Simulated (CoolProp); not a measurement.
Vapour pressure (kPa) of CHF3 (R23): the reference equation beside estimates from Tc = 26.1 °C, pc = 4832 kPa, ω = 0.263. Clausius-Clapeyron is anchored at -80.75 °C with a constant enthalpy of vaporisation of 16.69 kJ/mol.

The numbers come from the reference Helmholtz-energy equation of state, Penoncello 2003 in CoolProp.

```
T (°C)  reference  Lee-Kesler  Clausius-Clapeyron  van der Waals  Redlich-Kwong  Soave-Redlich-Kwong  Peng-Robinson
------  ---------  ----------  ------------------  -------------  -------------  -------------------  -------------
-95.15      44.42       42.81               46.86          398.8          90.14                43.22          44.29
-92.75      52.19       50.49               54.45          430.9          103.8                50.91          52.01
-90.35      61.01       59.25               63.01          464.8          119.0                59.66          60.78
-87.95      71.00       69.19               72.64          500.4          135.8                69.58          70.70
-85.55      82.24       80.42               83.45          537.8          154.3                80.79          81.88
-83.15      94.86       93.05               95.52          577.0          174.7                93.39          94.43
-80.75      109.0       107.2               109.0          618.1          197.1                107.5          108.5
-78.35      124.7       123.0               123.9          661.1          221.5                123.3          124.1
-75.85      142.9       141.4               141.2          708.0          249.2                141.6          142.2
-73.45      162.3       161.0               159.6          755.0          278.1                161.1          161.5
-71.05      183.7       182.6               179.8          804.1          309.5                182.6          182.8
-68.65      207.2       206.4               202.0          855.2          343.3                206.4          206.3
```

Absolute difference from the reference over all 12 rows, mean and median: Lee-Kesler 1.9 and 1.8 %, Clausius-Clapeyron 2.1 and 1.9 %, van der Waals 513.4 and 487.7 %, Redlich-Kwong 83.2 and 82.5 %, Soave-Redlich-Kwong 1.5 and 1.5 %, Peng-Robinson 0.4 and 0.4 %.
